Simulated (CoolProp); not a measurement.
Vapour-liquid equilibrium of R143a (1) + dimethyl ether (2) at 38.25 °C; x and y are mole fractions of (1).

The numbers come from the multi-fluid Helmholtz-energy mixture model, Lemmon and Jacobsen 2000 and Wu 2011; pair parameters Bell 2016 in CoolProp.

```
x     bubble pressure, mixture model (kPa)  bubble pressure, Raoult's law (kPa)  y, mixture model  y, Raoult's law
----  ------------------------------------  -----------------------------------  ----------------  ---------------
0.05                                 900.7                                895.3             0.094            0.098
0.2                                   1046                                 1031             0.319            0.341
0.35                                  1184                                 1167             0.490            0.527
0.5                                   1318                                 1303             0.630            0.674
0.65                                  1448                                 1439             0.751            0.793
0.8                                   1579                                 1575             0.861            0.892
0.95                                  1711                                 1711             0.966            0.975
```

The largest gap from Raoult's law is +1.5 % in bubble pressure, at x = 0.35. No azeotrope shows between x = 0.05 and 0.95.

The pair parameters rest on a limited set of measurements; away from them the model extrapolates.
